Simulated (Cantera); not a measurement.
An adiabatic, constant-pressure homogeneous reactor starts with H₂ : O₂ : N₂ = 1 : 0.25 : 0.94 (molar parts), equivalence ratio 2.0, at 1148 K and 165 Torr. Integrator tolerance rtol = 1e-08.

Detailed kinetics in Cantera: GRI-Mech 3.0 (53 species, 325 reactions).

Question: What does this change do: pressure from 165 Torr to 5550 Torr?

Answer: 
```json
[
 {"quantity": "time of steepest temperature rise", "before": "0.297 ms", "after": "0.173 ms"},
 {"quantity": "temperature at 2.00 s", "before": "2541 K", "after": "2703 K"},
 {"quantity": "equilibrium temperature", "before": "2541 K", "after": "2703 K"},
 {"quantity": "x(H₂) at 2.00 s", "before": "0.242 (gas-phase equilibrium 0.242)", "after": "0.252 (gas-phase equilibrium 0.252)"},
 {"quantity": "x(O₂) at 2.00 s", "before": "0.000245 (gas-phase equilibrium 0.000245)", "after": "3.00e-5 (gas-phase equilibrium 3.00e-5)"},
 {"quantity": "x(OH) at 2.00 s", "before": "0.00694 (gas-phase equilibrium 0.00694)", "after": "0.00274 (gas-phase equilibrium 0.00274)"},
 {"quantity": "x(O) at 2.00 s", "before": "0.000595 (gas-phase equilibrium 0.000595)", "after": "7.40e-5 (gas-phase equilibrium 7.40e-5)"},
 {"quantity": "x(NO) at 2.00 s", "before": "0.000657 (gas-phase equilibrium 0.000657)", "after": "0.000299 (gas-phase equilibrium 0.000299)"}
]
```
The hydrogen kinetics of GRI-Mech 3.0 are dated; newer H2 mechanisms differ, most at raised pressure.

Question: What does this change do: constant volume in place of constant pressure?

Answer: 
| quantity | before | after |
|---|---|---|
| time of steepest temperature rise | 0.297 ms | 0.291 ms |
| temperature at 2.00 s | 2541 K | 2722 K |
| equilibrium temperature | 2541 K | 2722 K |
| x(H₂) at 2.00 s | 0.242 (gas-phase equilibrium 0.242) | 0.237 (gas-phase equilibrium 0.237) |
| x(O₂) at 2.00 s | 0.000245 (gas-phase equilibrium 0.000245) | 0.000533 (gas-phase equilibrium 0.000533) |
| x(OH) at 2.00 s | 0.00694 (gas-phase equilibrium 0.00694) | 0.0114 (gas-phase equilibrium 0.0114) |
| x(O) at 2.00 s | 0.000595 (gas-phase equilibrium 0.000595) | 0.00133 (gas-phase equilibrium 0.00133) |
| x(NO) at 2.00 s | 0.000657 (gas-phase equilibrium 0.000657) | 0.00128 (gas-phase equilibrium 0.00128) |
